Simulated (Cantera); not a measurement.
Input: 1 mol SiH₄, 0.45 mol O₃, held at 11.0 Pa.

Method: chemical equilibrium by Gibbs-energy minimisation in Cantera with the NASA 1993 tables (ideal gas, pure condensed phases). Candidate condensed phases: H₂O, Si, SiO₂; 18 gas species. Rates play no part. All values below are at 602 °C.

Base state: H₂ 1.00 (mole fractions); condensed: Si(s) + SiO₂(β-quartz).

Question: What changes in the equilibrium state with this change: O₃ from 0.45 to 6.2 mol?

Answer: 
| species | before | after |
|---|---|---|
| O₂ | <1e-9 | 0.785 |
| H₂O | <1e-9 | 0.215 |
| H₂ | 1.00 | <1e-9 |
| Si(s), mol | 0.325 | 0 |
| SiO₂(β-quartz), mol | 0.675 | 1.00 |

Question: What changes in the equilibrium state with this change: SiH₄ replaced by SiF₄?

Answer: 
| species | before | after |
|---|---|---|
| SiF₄ | 0 | 0.597 |
| O₂ | <1e-9 | 0.403 |
| H₂ | 1.00 | 0 |
| Si(s), mol | 0.325 | 0 |
| SiO₂(β-quartz), mol | 0.675 | 0 |
